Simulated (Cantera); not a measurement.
Charge: 1 mol Ta, 0.4 mol O₂, 200 mol H₂, equilibrated at 0.133 bar.

These are equilibrium values from Cantera (NASA tables, ideal gas, pure condensed phases), not measurements of a reactor. Candidate condensed phases: H₂O, Ta, Ta₂O₅; 12 gas species. Mutual solubility and eutectic melting of coexisting phases are not modelled. Condensed phases not in the tables: N, O or C dissolved in the metal. Kinetics and transport are ignored.

**Question.** At 1873 K, list the 3 most abundant gas species with their mole fractions, and the condensed phases.

**Answer.** H₂ 0.997, H 0.00177, H₂O 0.00101. Condensed: Ta(s) + Ta₂O₅(s).
